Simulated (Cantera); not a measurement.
What does this Cantera script print?

```python
import numpy as np
import cantera as ct

gas = ct.Solution("SiF4_NH3_mec.yaml", "gas")
gas.TPX = 2025, 13332, {'NH3': 1, 'N2': 1.9}
reactor = ct.IdealGasConstPressureReactor(gas, energy="off", clone=False)
net = ct.ReactorNet([reactor])
net.rtol, net.atol = 1e-08, 1e-18
show = ['NH3', 'N2', 'H', 'NH2', 'NH', 'N2H2', 'H2']
times = np.geomspace(7e-05, 80, 15)

steps = ct.SolutionArray(gas, extra=["t"])
rows = []
print(f"{'t/s':>10s}{'T/K':>9s}{'P/Pa':>11s}" + "".join(f"{s:>11s}" for s in show))
for t in times:
    while net.time < t:
        t_next = net.step()
        steps.append(gas.state, t=t_next)
    rows.append([np.interp(t, steps.t, y) for y in (steps.T, steps.P, *steps(*show).X.T)])
    print(f"{t:10.3e}{rows[-1][0]:9.1f}{rows[-1][1]:11.4g}" + "".join(f"{x:11.3e}" for x in rows[-1][2:]))
rate = np.gradient(steps.T, steps.t)
print("integrator steps:", len(steps.t))
if steps.T.max() > steps.T[0] + 200:
    print(f"time of steepest temperature rise: {steps.t[rate.argmax()]:.4e} s")
gas.TPX = 2025, 13332, {'NH3': 1, 'N2': 1.9}
gas.equilibrate("TP")
print(f"equilibrium (TP): T = {gas.T:.1f} K  " + "  ".join(f"{s} {gas[s].X[0]:.3e}" for s in show))
```

Result:

```
       t/s      T/K       P/Pa        NH3         N2          H        NH2         NH       N2H2         H2
 7.000e-05   2025.0  1.333e+04  3.447e-01  6.551e-01  5.823e-07  8.844e-05  7.863e-08  1.204e-08  4.420e-05
 1.896e-04   2025.0  1.333e+04  3.445e-01  6.551e-01  6.446e-07  2.379e-04  7.253e-07  1.109e-07  1.243e-04
 5.135e-04   2025.0  1.333e+04  3.440e-01  6.550e-01  1.166e-06  5.963e-04  3.585e-06  8.675e-07  4.198e-04
 1.391e-03   2025.0  1.333e+04  3.423e-01  6.547e-01  3.585e-06  9.926e-04  7.714e-06  2.662e-06  2.007e-03
 3.767e-03   2025.0  1.333e+04  3.373e-01  6.541e-01  9.292e-06  9.932e-04  9.398e-06  2.903e-06  7.599e-03
 1.020e-02   2025.0  1.333e+04  3.241e-01  6.526e-01  2.274e-05  8.981e-04  1.138e-05  2.732e-06  2.242e-02
 2.763e-02   2025.0  1.333e+04  2.912e-01  6.488e-01  5.432e-05  7.648e-04  1.344e-05  2.349e-06  5.910e-02
 7.483e-02   2025.0  1.333e+04  2.210e-01  6.407e-01  1.272e-04  5.938e-04  1.397e-05  1.640e-06  1.376e-01
 2.027e-01   2025.0  1.333e+04  1.127e-01  6.282e-01  2.850e-04  3.634e-04  1.180e-05  7.214e-07  2.584e-01
 5.489e-01   2025.0  1.333e+04  2.358e-02  6.179e-01  6.391e-04  1.235e-04  6.929e-06  1.193e-07  3.578e-01
 1.487e+00   2025.0  1.333e+04  3.041e-04  6.146e-01  2.592e-03  6.047e-06  1.318e-06  8.086e-10  3.825e-01
 4.027e+00   2025.0  1.333e+04  1.221e-05  6.144e-01  3.280e-03  3.076e-07  8.501e-08  2.585e-12  3.823e-01
 1.091e+01   2025.0  1.333e+04  3.247e-06  6.144e-01  3.281e-03  8.179e-08  2.262e-08  2.807e-13  3.823e-01
 2.954e+01   2025.0  1.333e+04  1.146e-06  6.144e-01  3.281e-03  2.886e-08  7.980e-09  1.272e-13  3.823e-01
 8.000e+01   2025.0  1.333e+04  5.624e-07  6.144e-01  3.281e-03  1.417e-08  3.917e-09  1.106e-13  3.823e-01
integrator steps: 1769
equilibrium (TP): T = 2025.0 K  NH3 4.749e-07  N2 6.144e-01  H 3.281e-03  NH2 1.196e-08  NH 3.308e-09  N2H2 1.091e-13  H2 3.823e-01
```

Model: the gas-phase N/H chemistry of the illustrative SiF4/NH3 mechanism in the Surface Chemkin manual (1991), integrated in Cantera. Walls and surfaces, which speed up NH3 decomposition in real reactors, are not modelled.
